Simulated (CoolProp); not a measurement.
Vapour-liquid equilibrium of dimethyl ether (1) + n-butane (2) at 16 bar; x and y are mole fractions of (1).

Computed with CoolProp (multi-fluid Helmholtz-energy mixture model, Wu 2011 and Bücker 2006; pair parameters Bell 2016).

Task: Give the bubble temperature and the first vapour's composition at x = 0.35, 0.65, 0.8. Is there an azeotrope?

Result: x = 0.35: 81.1 °C, y = 0.507; x = 0.65: 71.2 °C, y = 0.753; x = 0.8: 67.8 °C, y = 0.856. No azeotrope shows between x = 0.05 and 0.95.

Pair parameters are fitted to limited data, so mixtures are less certain than the pure fluids.
